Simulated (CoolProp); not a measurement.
Hydrogen chloride along the isobar 38.4 MPa: Z from the reference equation and from simpler models built on Tc = 51.5 °C, pc = 8.314 MPa, ω = 0.130; each cubic takes its own stable root.

The numbers come from the reference Helmholtz-energy equation of state, Thol 2018 in CoolProp.

```
T (°C)          phase  reference
------  -------------  ---------
-14.85         liquid     0.6062
4.35           liquid     0.5894
23.55          liquid     0.5784
42.65          liquid     0.5729
61.85   supercritical     0.5731
81.05   supercritical     0.5795
100.25  supercritical     0.5925
119.35  supercritical     0.6126
138.55  supercritical     0.6398
157.75  supercritical     0.6728
176.85  supercritical     0.7093
196.05  supercritical     0.7466
215.25  supercritical     0.7823
234.45  supercritical     0.8147
```

Question: How far does each simpler model (van der Waals, Soave-Redlich-Kwong, Peng-Robinson) lie from the reference over these 14 states: mean and median of the absolute difference, and the worst?

Answer: 
- van der Waals: mean 31.9 %, median 34.0 %, worst +57.4 % at -14.85 °C and 38.4 MPa
- Soave-Redlich-Kwong: mean 15.8 %, median 15.9 %, worst +18.6 % at 119.35 °C and 38.4 MPa
- Peng-Robinson: mean 5.9 %, median 6.3 %, worst +9.2 % at 138.55 °C and 38.4 MPa
